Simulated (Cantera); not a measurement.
Cantera with NASA thermochemical tables; ideal gases at 1 bar, condensed phases pure. Values are per mole of reaction as written; species without (g) are pure solids or liquids, kept so even where they would boil at 1 bar.

6 HCl(g) + 2 Fe → Fe2Cl6(g) + 3 H2(g)

```
T (K)  ΔH° (kJ)  ΔS° (J/K)  ΔG° (kJ)  log10 K
-----  --------  ---------  --------  -------
500       -93.5     -229.1      21.0    -2.19
600           …          …         …        …
700       -88.2     -220.1      65.8    -4.91
800           …          …         …        …
900           …          …         …        …
1000      -86.8     -217.9     131.1    -6.85
1100      -91.4     -222.4     153.2    -7.27
```

Complete the blanks.


- 600, ΔH° (kJ): -90.6
- 600, ΔS° (J/K): -223.8
- 600, ΔG° (kJ): 43.6
- 600, log10 K: -3.80
- 800, ΔH° (kJ): -86.5
- 800, ΔS° (J/K): -217.8
- 800, ΔG° (kJ): 87.7
- 800, log10 K: -5.73
- 900, ΔH° (kJ): -85.8
- 900, ΔS° (J/K): -216.9
- 900, ΔG° (kJ): 109.4
- 900, log10 K: -6.35
